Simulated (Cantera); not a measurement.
Cantera run:

```python
import numpy as np
import cantera as ct

gas_names = """
    Electron O O+ O- O2 O2+ O2- O3 S S+ S- SO SO2 SO3 S2 S2O S8
""".split()
cond_names = """
    S(cr1) S(cr2) S(L)
""".split()


def load(file, names, dense=False):
    # The tables refer to 1 bar. Condensed volumes are neglected.
    table = {s.name: s for s in ct.Species.list_from_file(file)}
    out = []
    for n in names:
        d = dict(table[n].input_data)
        d["thermo"] = dict(d["thermo"], **{"reference-pressure": 1e5})
        if dense:
            d["equation-of-state"] = {"model": "constant-volume", "density": "1e6 g/cm^3"}
        out.append(ct.Species.from_dict(d))
    return out


gas = ct.Solution(thermo="ideal-gas", species=load("nasa_gas.yaml", gas_names))
cond = {s.name: ct.Solution(thermo="fixed-stoichiometry", species=[s], name=s.name)
        for s in load("nasa_condensed.yaml", cond_names, dense=True)}
atoms = {
    'S': {'S': 1},
    'SO2': {'S': 1, 'O': 2},
    'O2': {'O': 2},
}
top_T = {}  # K; cautious upper limits of use, not melting points


def equilibrate(T, P, feed):
    n = {}
    for name, mol in feed.items():
        for a, k in atoms[name].items():
            n[a] = n.get(a, 0.0) + k * mol
    gas.TPX = T, P, n
    mass = sum(n.values()) * gas.mean_molecular_weight
    gas.equilibrate("TP")
    valid = [c for c in cond.values() if c.min_temp <= T <= top_T.get(c.name, c.max_temp)]
    mix = ct.Mixture([(gas, mass / gas.mean_molecular_weight)] + [(c, 0.0) for c in valid])
    mix.T, mix.P = T, P
    mix.equilibrate("TP", solver="vcs", rtol=1e-11, max_steps=5000)
    return mix


results = []
feed = {'S': 1, 'SO2': 0.32, 'O2': 0.15}  # mol
P = 1300000  # Pa
for T in [3000, 3250, 3500, 3750, 4000, 4250, 4500, 4750, 5000]:
    mix = equilibrate(T, P, feed)
    results.append((T, P, feed, dict(zip(mix.species_names, mix.species_moles))))

top = {s: max(r[3][s] / sum(r[3][g] for g in gas_names) for r in results) for s in gas_names}
cols = sorted((s for s in top if top[s] > 1e-05), key=lambda s: -top[s])[:7]
seen = [c for c in cond_names if any(r[3].get(c, 0) > 1e-12 for r in results)]
print("log10 of partial pressures in bar; condensed amounts in mol")
print(f"{'T/K':>10s}" + "".join(f"{s[:9]:>10s}" for s in cols + seen))
for T, P, feed, n in results:
    ng = sum(n[g] for g in gas_names)
    print(f"{T:10.4g}" + "".join(f"{np.log10(max(n[s] / ng * P / 1e5, 1e-99)):10.3f}" for s in cols)
          + "".join(f"{n.get(c, 0):10.4g}" for c in seen))
```

Output:

```
log10 of partial pressures in bar; condensed amounts in mol
       T/K         S        SO       SO2        S2         O        O2       S2O
      3000    -0.276     0.526     0.649     0.641    -2.028    -2.164    -0.579
      3250    -0.017     0.633     0.572     0.574    -1.464    -1.723    -0.678
      3500     0.191     0.704     0.480     0.486    -0.985    -1.356    -0.799
      3750     0.356     0.743     0.370     0.377    -0.576    -1.050    -0.945
      4000     0.484     0.750     0.236     0.251    -0.230    -0.805    -1.115
      4250     0.585     0.723     0.062     0.114     0.055    -0.631    -1.313
      4500     0.666     0.657    -0.166    -0.026     0.276    -0.541    -1.541
      4750     0.730     0.552    -0.455    -0.168     0.436    -0.535    -1.800
      5000     0.778     0.413    -0.795    -0.315     0.545    -0.600    -2.088
```

Method: chemical equilibrium by Gibbs-energy minimisation in Cantera with the NASA 1993 tables (ideal gas, pure condensed phases).
